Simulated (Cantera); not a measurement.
Input (Python, Cantera) and output of one run.

```python
import numpy as np
import cantera as ct

gas_names = [...]  # 118 gases of nasa_gas.yaml made of C, Cl, F, H
cond_names = """
    C(gr) C6H6(L) C7H8(L) C8H18(L),n-octa
""".split()


# ... load() reads the species with a 1 bar reference pressure and builds the phases ...
atoms = {
    'C2F6': {'C': 2, 'F': 6},
    'HCl': {'H': 1, 'CL': 1},
    'H2': {'H': 2},
}
top_T = {'C(gr)': 4500}  # K; cautious upper limits of use, not melting points


# ... equilibrate(T, P, feed) seeds the gas with the atoms and calls Mixture.equilibrate('TP', solver="vcs", rtol=1e-11, max_steps=5000) ...
results = []
feed = {'C2F6': 1, 'HCl': 0.086, 'H2': 0.59}  # mol
T = 2523  # K
P = 13332.2  # Pa
mix = equilibrate(T, P, feed)
results.append((T, P, feed, dict(zip(mix.species_names, mix.species_moles))))
print(gas.report(threshold=0.001))
for i in range(1, mix.n_phases):
    print(f"{mix.phase(i).name:16s} {mix.phase_moles(i):12.5e} mol")
```

It prints:

```
       temperature   2523 K
          pressure   13332 Pa
           density   0.024704 kg/m^3
  mean mol. weight   38.869 kg/kmol
   phase of matter   gas

                          1 kg             1 kmol
                     ---------------   ---------------
          enthalpy       -4.0276e+06       -1.5655e+08  J
   internal energy       -4.5673e+06       -1.7753e+08  J
           entropy            8415.1        3.2709e+05  J/K
    Gibbs function       -2.5259e+07        -9.818e+08  J
 heat capacity c_p            1268.3             49298  J/K
 heat capacity c_v            1054.4             40984  J/K

                      mass frac. Y      mole frac. X     chem. pot. / RT
                     ---------------   ---------------   ---------------
                CF         0.0043966         0.0055111           -25.745
               CF2           0.41171           0.32001           -48.205
               CF3          0.028381          0.015986           -70.665
               CF4           0.27288           0.12053           -93.125
                CL           0.02183          0.023936           -23.197
                 F          0.076908           0.15735            -22.46
                HF           0.18339            0.3563            -41.46
     [ +111 minor]         0.0004972        0.00038261

C(gr)             3.58611e-01 mol
```

Method: chemical equilibrium by Gibbs-energy minimisation in Cantera with the NASA 1993 tables (ideal gas, pure condensed phases). The feed counts by its element totals alone. The tables' values for C2F4 are old estimates; treat these amounts as uncertain. Gases not in the tables: C2F6 and larger saturated fluorocarbons.
